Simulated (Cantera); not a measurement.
An isothermal, constant-pressure homogeneous reactor starts with CO : O₂ : H₂O : N₂ = 0.0053 : 0.015 : 0.00073 : 1 (molar parts), equivalence ratio 0.18, at 1000 K and 0.130 bar. Integrator tolerance rtol = 1e-08.

Computed with Cantera and GRI-Mech 3.0 (53 species, 325 reactions).

Problem. What does this change do: pressure from 0.130 bar to 10.0 bar?

Solution. 
```
quantity                                             before                                      after
----------------  -----------------------------------------  -----------------------------------------
x(CO) at 7.00 s    1.90e-5 (gas-phase equilibrium 8.03e-12)     0.00293 (gas-phase equilibrium <1e-12)
x(O₂) at 7.00 s       0.0121 (gas-phase equilibrium 0.0121)      0.0136 (gas-phase equilibrium 0.0121)
x(H₂O) at 7.00 s  0.000716 (gas-phase equilibrium 0.000717)  0.000715 (gas-phase equilibrium 0.000717)
x(CO₂) at 7.00 s    0.00519 (gas-phase equilibrium 0.00520)    0.00226 (gas-phase equilibrium 0.00520)
x(NO) at 7.00 s     3.57e-8 (gas-phase equilibrium 8.44e-6)   1.45e-11 (gas-phase equilibrium 8.44e-6)
x(N₂O) at 7.00 s   1.38e-7 (gas-phase equilibrium 2.79e-10)    2.66e-7 (gas-phase equilibrium 2.45e-9)
```
